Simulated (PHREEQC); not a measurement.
A solution holds 0.01 mol NH4Cl, 0.00057 mol NaOH and 0.0036 mol NaCl per kg of water, at 25 °C. Closed to the air; pH follows from the charge balance.

Model: ion-association model, phreeqc.dat, run in PHREEQC.

Precipitation was switched off in this run.

Problem. What pH, specific conductance does the model give?

Solution. pH 8.08; specific conductance 1800 µS/cm.

Problem. In which forms is N present?

Solution. NH4+ 94 %, NH3 5.7 % of the N.

Complexes and solids missing from the database can't appear.
